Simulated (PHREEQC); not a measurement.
A solution holds 0.005 mol HF, 4e-05 mol Na2SO4 and 0.011 mol NaCl per kg of water, at 25 °C. Closed to the air; pH follows from the charge balance.

All values are PHREEQC results (ion-association model, wateq4f.dat), not measurements.

| quantity | before | after |
|---|---|---|
| pH | 2.82 | 7.42 |
| ionic strength (mol/kgw) | 0.0128 | 0.0161 |
| SO4-2 (mol/kgw) | 3.51e-5 | 3.87e-5 |
| HSO4- (mol/kgw) | 3.67e-6 | 9.96e-11 |
| NaSO4- (mol/kgw) | 1.24e-6 | 1.30e-6 |
| SI of Mirabilite (Na2SO4:10H2O) | -7.55 | -7.54 |

Task: Which change was made?
A. HF left out
B. NaCl replaced by NaNO3 at the same molality
C. 0.00075 mol/kgw LiNO3 added
D. HF replaced by CsF at the same molality
E. temperature from 25 to 90 °C

Result: D, HF replaced by CsF at the same molality

Precipitation was switched off in this run.
